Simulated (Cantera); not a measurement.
Charge: 1 mol TiO2, 0.93 mol MgCl2, 0.27 mol O2, held at 1100 K and 13.3 mbar.

Cantera equilibrium calculation (NASA polynomials, part measured and part estimated; ideal gas, pure solids and liquids). Candidate condensed phases: Mg, MgCl2, MgO, MgTiO3, MgTi2O5, Mg2TiO4, Ti, TiCl2, TiCl3, TiCl4, TiO, TiO2, Ti2O3, Ti3O5, Ti4O7; 20 gas species. Mutual solubility and eutectic melting of coexisting phases are not modelled. Condensed phases not in the tables: TiOCl, alloys, solid solutions and most ternary compounds. Kinetics and transport are ignored.

Base state: Cl2 0.686, TiCl4 0.196, MgCl2 0.107, Cl 0.0109 (mole fractions); condensed: MgTiO3(s) + MgTi2O5(s).

### Question
What changes in the equilibrium state with this change: pressure from 13.3 mbar to 18.0 mbar?

### Answer
```csv
species,before,after
Cl2,0.686,0.738
TiCl4,0.196,0.167
MgCl2,0.107,0.0852
Cl,0.0109,0.00970
"MgTiO3(s), mol",0.846,0.688
"MgTi2O5(s), mol",0.000610,0.0955
"MgCl2(l), mol",0,0.0851
```

### Question
What changes in the equilibrium state with this change: temperature from 1100 K to 1000 K?

### Answer
| species | before | after |
|---|---|---|
| Cl2 | 0.686 | 0.890 |
| TiCl4 | 0.196 | 0.0924 |
| MgCl2 | 0.107 | 0.0143 |
| Cl | 0.0109 | 0.00317 |
| MgTiO3(s), mol | 0.846 | 0.360 |
| MgTi2O5(s), mol | 0.000610 | 0.292 |
| MgCl2(l), mol | 0 | 0.269 |

### Question
What changes in the equilibrium state with this change: temperature from 1100 K to 2175 K?

### Answer
| species | before | after |
|---|---|---|
| Cl | 0.0109 | 0.681 |
| MgCl2 | 0.107 | 0.298 |
| O2 | 7.01e-6 | 0.0136 |
| Cl2 | 0.686 | 0.00331 |
| TiCl4 | 0.196 | 3.24e-5 |
| TiOCl2 | 7.42e-9 | 0.00103 |
| O | <1e-9 | 0.00233 |
| MgCl | <1e-9 | 0.000315 |
| TiO2 | <1e-9 | 0.000278 |
| Mg | <1e-9 | 4.23e-5 |
| ClO | 1.61e-7 | 0.000123 |
| MgTiO3(s), mol | 0.846 | 0 |
| MgTi2O5(s), mol | 0.000610 | 0 |
| MgTi2O5(l), mol | 0 | 0.499 |
Condensed phases not in the tables: alloys, solid solutions and most ternary compounds.
